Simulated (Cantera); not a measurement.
Cantera run:

```python
import numpy as np
import cantera as ct

gas_names = """
    C CO COS CO2 CS CS2 C2 C2O C3 C3O2 C4 C5 Mg MgO MgS Mg2 O O2 O3 S SO SO2 SO3 S2 S2O S8
""".split()
cond_names = """
    C(gr) Mg(cr) Mg(L) MgCO3(s) MgO(s) MgO(L) MgS(s) MgSO4(s) MgSO4(L) S(cr1) S(cr2) S(L)
""".split()


# ... load() reads the species with a 1 bar reference pressure and builds the phases ...
atoms = {
    'MgO': {'Mg': 1, 'O': 1},
    'SO2': {'S': 1, 'O': 2},
    'CO2': {'C': 1, 'O': 2},
}
top_T = {'C(gr)': 4500, 'MgS(s)': 2250}  # K; cautious upper limits of use, not melting points


# ... equilibrate(T, P, feed) seeds the gas with the atoms and calls Mixture.equilibrate('TP', solver="vcs", rtol=1e-11, max_steps=5000) ...
results = []
feed = {'MgO': 1, 'SO2': 0.3, 'CO2': 0.31}  # mol
P = 1600000  # Pa
for T in [1050, 1100, 1150, 1200, 1250, 1300, 1350, 1400]:
    mix = equilibrate(T, P, feed)
    results.append((T, P, feed, dict(zip(mix.species_names, mix.species_moles))))

top = {s: max(r[3][s] / sum(r[3][g] for g in gas_names) for r in results) for s in gas_names}
cols = sorted((s for s in top if top[s] > 1e-06), key=lambda s: -top[s])[:6]
seen = [c for c in cond_names if any(r[3].get(c, 0) > 1e-12 for r in results)]
print("log10 of partial pressures in bar; condensed amounts in mol")
print(f"{'T/K':>10s}" + "".join(f"{s[:9]:>10s}" for s in cols + seen))
for T, P, feed, n in results:
    ng = sum(n[g] for g in gas_names)
    print(f"{T:10.4g}" + "".join(f"{np.log10(max(n[s] / ng * P / 1e5, 1e-99)):10.3f}" for s in cols)
          + "".join(f"{n.get(c, 0):10.4g}" for c in seen))
```

It prints:

```
log10 of partial pressures in bar; condensed amounts in mol
       T/K       CO2       SO2       SO3        CO        SO       S2O    MgO(s)  MgSO4(s)
      1050     0.910     0.896    -4.604    -3.089    -4.555    -4.170         1 4.512e-05
      1100     0.910     0.896    -3.981    -3.294    -4.714    -5.481         1 1.668e-05
      1150     0.910     0.896    -3.437    -3.456    -4.835    -6.603         1         0
      1200     0.910     0.896    -3.261    -3.281    -4.622    -6.660         1         0
      1250     0.910     0.896    -3.099    -3.121    -4.425    -6.713         1         0
      1300     0.910     0.896    -2.950    -2.972    -4.244    -6.760         1         0
      1350     0.910     0.896    -2.813    -2.835    -4.075    -6.801         1         0
      1400     0.910     0.896    -2.686    -2.706    -3.917    -6.835         1         0
```

Method: chemical equilibrium by Gibbs-energy minimisation in Cantera with the NASA 1993 tables (ideal gas, pure condensed phases). Mutual solubility and eutectic melting of coexisting phases are not modelled.
